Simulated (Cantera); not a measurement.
A Cantera script and its output.

```python
import numpy as np
import cantera as ct

gas = ct.Solution("gri30.yaml")
gas.TPX = 675, 1100000, {'C2H6': 1, 'O2': 2.19, 'N2': 8.22, 'H2O': 2}
inlet = ct.Reservoir(gas, clone=True)
gas.equilibrate("HP")  # start burning
reactor = ct.IdealGasConstPressureReactor(gas, energy="on", clone=False)
exhaust = ct.Reservoir(gas, clone=True)
tau = [0.33, 0.13, 0.051, 0.02, 0.008, 0.0031, 0.0012, 0.00049, 0.00019, 7.6e-05, 3e-05, 1.2e-05][0]
for a, b in ((inlet, reactor), (reactor, exhaust)):
    ct.MassFlowController(a, b, mdot=lambda t: reactor.mass / tau)
net = ct.ReactorNet([reactor])
show = ['C2H6', 'O2', 'H2O', 'C2H4', 'C2H']

rows = []
print(f"{'tau/s':>10s}{'T/K':>9s}" + "".join(f"{s:>11s}" for s in show))
for tau in [0.33, 0.13, 0.051, 0.02, 0.008, 0.0031, 0.0012, 0.00049, 0.00019, 7.6e-05, 3e-05, 1.2e-05]:
    net.initial_time = 0.0
    net.advance(30 * tau)
    before = gas.X
    net.advance(40 * tau)
    drift = np.max(np.abs(gas.X - before) / (gas.X + 1e-9))
    rows.append([gas.T, *gas[show].X, drift])
    print(f"{tau:10.3e}{gas.T:9.1f}" + "".join(f"{x:11.3e}" for x in gas[show].X))
```

It prints:

```
     tau/s      T/K       C2H6         O2        H2O       C2H4        C2H
 3.300e-01   1965.7  2.296e-07  1.940e-05  2.394e-01  1.717e-06  2.715e-09
 1.300e-01   1968.7  6.359e-07  4.741e-05  2.404e-01  4.927e-06  8.177e-09
 5.100e-02   1973.5  1.743e-06  1.140e-04  2.425e-01  1.318e-05  2.334e-08
 2.000e-02   1979.4  4.543e-06  2.672e-04  2.457e-01  3.124e-05  5.854e-08
 8.000e-03   1984.0  1.101e-05  5.981e-04  2.498e-01  6.611e-05  1.247e-07
 3.100e-03   1983.7  2.662e-05  1.325e-03  2.543e-01  1.373e-04  2.373e-07
 1.200e-03   1972.2  6.400e-05  2.779e-03  2.581e-01  2.837e-04  3.991e-07
 4.900e-04   1944.5  1.489e-04  5.301e-03  2.603e-01  5.720e-04  5.812e-07
 1.900e-04   1884.8  3.967e-04  1.050e-02  2.605e-01  1.308e-03  6.913e-07
 7.600e-05   1718.7  1.801e-03  2.643e-02  2.519e-01  4.742e-03  2.592e-07
 3.000e-05    675.0  7.457e-02  1.633e-01  1.491e-01 -3.234e-16 -1.211e-40
 1.200e-05    675.0  7.457e-02  1.633e-01  1.491e-01  1.923e-19 -9.915e-45
```

Cantera simulation using GRI-Mech 3.0 (53 species, 325 reactions); the numbers are that mechanism's predictions, not measurements.
